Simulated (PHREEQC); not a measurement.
A solution holds 0.015 mol NaOH, 0.065 mol NaAlO2 and 4.7e-05 mol Na2CO3 per kg of water, at 14 °C. Closed to the air; pH follows from the charge balance.

Computed with PHREEQC (ion-association model, phreeqc.dat).

Q: The ionic strength comes out as 0.0801 mol/kgw. What activity coefficients do CO3-2, Al(OH)4-, OH-, NaCO3-, Na+ get?

A: CO3-2 0.42, Al(OH)4- 0.79, OH- 0.78, NaCO3- 0.80, Na+ 0.80.

No solid was allowed to form. Saturation is exceeded, for instance for Gibbsite (slow to form); the values hold only as long as no solid forms. At this temperature some constants are extrapolated from 25 °C, and those without enthalpy data are left unchanged.
